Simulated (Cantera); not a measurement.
A Cantera script and what it prints.

```python
import numpy as np
import cantera as ct

gas_names = [...]  # 109 gases of nasa_gas.yaml made of C, Cl, H, Si
cond_names = """
    C(gr) C6H6(L) C7H8(L) C8H18(L),n-octa Si(cr) Si(L) SiC(b)
""".split()


# ... load() reads the species with a 1 bar reference pressure and builds the phases ...
atoms = {
    'CH3SiCl3': {'C': 1, 'H': 3, 'Si': 1, 'CL': 3},
    'HCl': {'H': 1, 'CL': 1},
    'H2': {'H': 2},
}
top_T = {'C(gr)': 4500, 'SiC(b)': 3050}  # K; cautious upper limits of use, not melting points


# ... equilibrate(T, P, feed) seeds the gas with the atoms and calls Mixture.equilibrate('TP', solver="vcs", rtol=1e-11, max_steps=5000) ...
results = []
feed = {'CH3SiCl3': 1, 'HCl': 0.58, 'H2': 830}  # mol
T = 1000  # K
P = 1333.22  # Pa
mix = equilibrate(T, P, feed)
results.append((T, P, feed, dict(zip(mix.species_names, mix.species_moles))))
print(gas.report(threshold=1e-06))
for i in range(1, mix.n_phases):
    print(f"{mix.phase(i).name:16s} {mix.phase_moles(i):12.5e} mol")
```

It prints:

```
       temperature   1000 K
          pressure   1333.2 Pa
           density   0.00034703 kg/m^3
  mean mol. weight   2.1642 kg/kmol
   phase of matter   gas

                          1 kg             1 kmol
                     ---------------   ---------------
          enthalpy        9.3754e+06         2.029e+07  J
   internal energy        5.5336e+06        1.1976e+07  J
           entropy             93618        2.0261e+05  J/K
    Gibbs function       -8.4242e+07       -1.8232e+08  J
 heat capacity c_p             13940             30170  J/K
 heat capacity c_v             10099             21856  J/K

                      mass frac. Y      mole frac. X     chem. pot. / RT
                     ---------------   ---------------   ---------------
               CH4        5.1515e-05        6.9494e-06           -50.379
               HCL          0.072018         0.0042751           -45.152
                H2           0.92752           0.99571           -21.827
             SiCL2        0.00010101        2.2084e-06           -74.789
             SiCL4        0.00011655        1.4848e-06           -143.27
            SiHCL3        0.00015251        2.4369e-06           -119.94
     [ +103 minor]        4.3605e-05        8.3895e-07

C(gr)             0.00000e+00 mol
Si(cr)            0.00000e+00 mol
SiC(b)            9.94207e-01 mol
```

Method: chemical equilibrium by Gibbs-energy minimisation in Cantera with the NASA 1993 tables (ideal gas, pure condensed phases). The feed counts by its element totals alone.
